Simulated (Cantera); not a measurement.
# Pyrogenic steam for wet oxidation

A perfectly stirred reactor is fed with H₂ : O₂ : N₂ = 0.83 : 1 : 0.86 (molar parts), equivalence ratio 0.41, at 0.650 bar; it is held at 1150 K, and followed from long to short residence time.

Computed with Cantera and GRI-Mech 3.0 (53 species, 325 reactions). The temperature is held fixed by assumption; the heat of reaction is taken as removed at once.

| τ (s) | x H₂ | x O₂ | x H | x O | x NO | x H₂O |
|---|---|---|---|---|---|---|
| 4.8 | 0.000285 | 0.257 | 1.58e-7 | 1.34e-6 | 2.10e-8 | 0.364 |
| 1.9 | 0.000525 | 0.257 | 3.97e-7 | 3.02e-6 | 2.32e-8 | 0.364 |
| 0.78 | 0.000930 | 0.257 | 9.57e-7 | 6.45e-6 | 2.30e-8 | 0.364 |
| 0.31 | 0.00164 | 0.258 | 2.38e-6 | 1.37e-5 | 2.12e-8 | 0.363 |
| 0.13 | 0.00270 | 0.258 | 5.57e-6 | 2.69e-5 | 1.93e-8 | 0.362 |
| 0.051 | 0.00439 | 0.259 | 1.39e-5 | 5.46e-5 | 1.89e-8 | 0.360 |
| 0.021 | 0.00661 | 0.259 | 3.33e-5 | 0.000105 | 2.23e-8 | 0.357 |
| 0.0083 | 0.00985 | 0.260 | 8.31e-5 | 0.000205 | 3.26e-8 | 0.353 |
x: mole fraction; the columns are a selection and need not sum to one.
